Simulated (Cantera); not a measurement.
An isothermal, constant-pressure homogeneous reactor starts with CH₄ : H₂ : H = 0.036 : 1 : 0.041 (molar parts), at 1425 K and 12000 Pa.

Detailed kinetics in Cantera: GRI-Mech 3.0 (53 species, 325 reactions). GRI-Mech 3.0 stops at C3 and has no aromatics, soot or wall deposition, so with more carbon than oxygen in the feed, carbon stays in small species such as C2H2 where larger ones or solid carbon would form.

One state of this run: x CH₄ = 0.0316; x H₂ = 0.966; x H = 0.000548; x C₂H = 3.18e-10; x C₂H₄ = 0.000482. x: mole fraction; the columns are a selection and need not sum to one.

**Question.** Which value of t (s) does it belong to?
(A) 0.000846
(B) 58.0
(C) 0.0346
(D) 6.00e-6

**Answer.** A, 0.000846
